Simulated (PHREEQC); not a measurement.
PHREEQC input (Pitzer model, pitzer.dat):

```
SOLUTION 1
  temp 90
  units mol/kgw
  pH 7 charge
  S(6) 0.0797
  Mg 0.034
  Na 0.113
  K 0.0174
  Cl 0.039
END
USE solution 1
INCREMENTAL_REACTIONS false
REACTION 1
  H2O -1
  0 9.886 18.011 24.689 30.178 34.689 38.397 41.444
  43.949 46.007 47.699 49.089 50.232 51.172 51.944 52.578
  53.1 53.528 53.88 54.17 54.408 54.603 moles
EQUILIBRIUM_PHASES 1
  Arcanite 0 0
  Bischofite 0 0
  Bloedite 0 0
  Brucite 0 0
  Carnallite 0 0
  Epsomite 0 0
  Glaserite 0 0
  Halite 0 0
  Hexahydrite 0 0
  Kainite 0 0
  Kieserite 0 0
  Leonite 0 0
  Mirabilite 0 0
  Misenite 0 0
  Schoenite 0 0
  Sylvite 0 0
  Thenardite 0 0
  MgCl2_4H2O 0 0
SELECTED_OUTPUT 1
  -reset false
  -pH true
  -pe true
  -ionic_strength true
  -water true
  -activities H2O
  -totals Cl K Mg Na S
  -molalities H+ Na+ K+ Mg+2 Cl- SO4-2 OH- HSO4- MgOH+
  -equilibrium_phases Arcanite Bischofite Bloedite Brucite Carnallite Epsomite Glaserite Halite Hexahydrite Kainite
    Kieserite Leonite Mirabilite Misenite Schoenite Sylvite Thenardite MgCl2_4H2O
PRINT
  -reset false
END
```

Selected output (columns that matter, 22 of 22 rows; water left (kg) added in front):

```
water left (kg)	pH	mu	Cl	K	Mg	Na	S	m_H+	m_Na+	m_K+	m_Mg+2	m_Cl-	la_H2O	Thenardite
1	6.4381	0.31209	0.039	0.0174	0.034	0.113	0.0797	5.9338e-07	0.113	0.0174	0.033997	0.039	-0.0016718	0
0.821894	6.4363	0.37972	0.047451	0.021171	0.041368	0.13749	0.096971	6.1698e-07	0.13749	0.021171	0.041364	0.047451	-0.0020131	0
0.675514	6.4328	0.46201	0.057734	0.025758	0.050332	0.16728	0.11798	6.448e-07	0.16728	0.025758	0.050328	0.057734	-0.0024244	0
0.555203	6.4274	0.56212	0.070245	0.03134	0.061239	0.20353	0.14355	6.7733e-07	0.20353	0.03134	0.061234	0.070245	-0.0029208	0
0.456313	6.42	0.68394	0.085468	0.038132	0.07451	0.24764	0.17466	7.1509e-07	0.24764	0.038132	0.074505	0.085468	-0.0035202	0
0.375043	6.4103	0.83215	0.10399	0.046395	0.090656	0.3013	0.21251	7.5864e-07	0.3013	0.046395	0.09065	0.10399	-0.0042447	0
0.30824	6.398	1.0125	0.12652	0.05645	0.1103	0.3666	0.25857	8.0854e-07	0.3666	0.05645	0.1103	0.12652	-0.0051217	0
0.253345	6.3829	1.2319	0.15394	0.068681	0.1342	0.44603	0.31459	8.6523e-07	0.44603	0.068681	0.1342	0.15394	-0.0061848	0
0.208215	6.3646	1.4989	0.18731	0.083568	0.16329	0.54271	0.38278	9.2893e-07	0.54271	0.083568	0.16328	0.18731	-0.0074775	0
0.171138	6.3426	1.8236	0.22789	0.10167	0.19867	0.66029	0.46571	9.9931e-07	0.66029	0.10167	0.19866	0.22789	-0.0090547	0
0.140655	6.3164	2.2189	0.27727	0.12371	0.24173	0.80338	0.56664	1.0753e-06	0.80338	0.12371	0.24171	0.27727	-0.01099	0
0.115613	6.2851	2.6995	0.33733	0.1505	0.29409	0.9774	0.68937	1.1543e-06	0.9774	0.1505	0.29407	0.33733	-0.013381	0
0.0950203	6.2478	3.2845	0.41044	0.18312	0.35782	1.1892	0.83877	1.2316e-06	1.1892	0.18312	0.3578	0.41044	-0.016361	0
0.0780853	6.203	3.9968	0.49945	0.22283	0.43542	1.4471	1.0207	1.2994e-06	1.4471	0.22283	0.4354	0.49945	-0.020111	0
0.064177	6.149	4.8631	0.60769	0.27113	0.52979	1.7608	1.2419	1.3453e-06	1.7608	0.27113	0.52976	0.60769	-0.024863	0
0.0527548	6.0837	5.916	0.73927	0.32983	0.64449	2.142	1.5108	1.3518e-06	2.142	0.32983	0.64446	0.73927	-0.03092	0
0.0433505	6.0039	7.1994	0.89964	0.40138	0.78431	2.6067	1.8385	1.2976e-06	2.6067	0.40138	0.78427	0.89964	-0.03867	0
0.0356396	5.9062	8.757	1.0943	0.48822	0.95399	3.1706	2.2363	1.1624e-06	3.1706	0.48822	0.95396	1.0943	-0.048477	0
0.029298	5.7858	10.652	1.3311	0.5939	1.1605	3.8569	2.7203	9.3892e-07	3.8569	0.5939	1.1604	1.3311	-0.060675	0
0.0240733	5.6361	12.964	1.62	0.72279	1.4124	4.694	3.3107	6.4945e-07	4.694	0.72279	1.4123	1.62	-0.075266	0
0.0197855	5.466	14.998	1.9711	0.87943	1.7184	5.1939	3.7695	4.4255e-07	5.1939	0.87943	1.7184	1.9711	-0.08817	0.0051177
0.0162724	5.2839	16.491	2.3967	1.0693	2.0894	5.1518	4.0016	3.3154e-07	5.1518	1.0693	2.0893	2.3967	-0.09917	0.014584
```

Species that the database lacks are ignored. At this temperature some constants are extrapolated from 25 °C, and those without enthalpy data are left unchanged.
